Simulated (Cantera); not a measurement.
Input: 1 mol Si3N4, 0.82 mol N2, at 7.70 Pa.

These are equilibrium values from Cantera (NASA tables, ideal gas, pure condensed phases), not measurements of a reactor. Candidate condensed phases: Si, Si3N4; 7 gas species. The tables' values for SiN are old estimates; treat these amounts as uncertain. Equilibrium is a limit: real reactors are often held back by kinetics, nucleation or transport.

x: gas mole fraction; n: condensed amount in mol.

```
T (K)   x N2   x Si     x Si2    x Si2N     x Si3     x SiN  x N  n Si(l)
-----  -----  -----  --------  --------  --------  --------  ---  -------
1923   0.776  0.220   0.00188  0.000759  0.000419  0.000537  [?]     2.17
1998   0.488  0.505   0.00476  0.000973  0.000933  0.000809  [?]        0
2073   0.486  0.510   0.00247  0.000333  0.000202  0.000687  [?]        0
2148   0.485  0.513   0.00133  0.000122   4.77e-5  0.000588  [?]        0
2223   0.485  0.514  0.000741   4.73e-5   1.23e-5  0.000507  [?]        0
2298   0.485  0.514  0.000428   1.95e-5   3.47e-6  0.000441  [?]        0
2373   0.485  0.515  0.000256   8.54e-6   1.06e-6  0.000388  [?]        0
2448   0.485  0.515  0.000158   3.92e-6   3.46e-7  0.000343  [?]        0
2523   0.484  0.515  0.000100   1.88e-6   1.21e-7  0.000306  [?]        0
2598   0.484  0.515   6.52e-5   9.44e-7   4.49e-8  0.000275  [?]        0
2673   0.484  0.515   4.35e-5   4.92e-7   1.76e-8  0.000248  [?]        0
2748   0.484  0.515   2.96e-5   2.66e-7   7.26e-9  0.000226  [?]        0
2823   0.484  0.515   2.06e-5   1.48e-7   3.14e-9  0.000206  [?]        0
2898   0.484  0.515   1.46e-5   8.51e-8   1.42e-9  0.000189  [?]        0
```

Problem. Some entries are withheld; supply them.

Solution. 
- 1923, x N: 2.85e-8
- 1998, x N: 6.98e-8
- 2073, x N: 1.98e-7
- 2148, x N: 5.24e-7
- 2223, x N: 1.30e-6
- 2298, x N: 3.03e-6
- 2373, x N: 6.72e-6
- 2448, x N: 1.42e-5
- 2523, x N: 2.86e-5
- 2598, x N: 5.55e-5
- 2673, x N: 0.000104
- 2748, x N: 0.000188
- 2823, x N: 0.000329
- 2898, x N: 0.000559
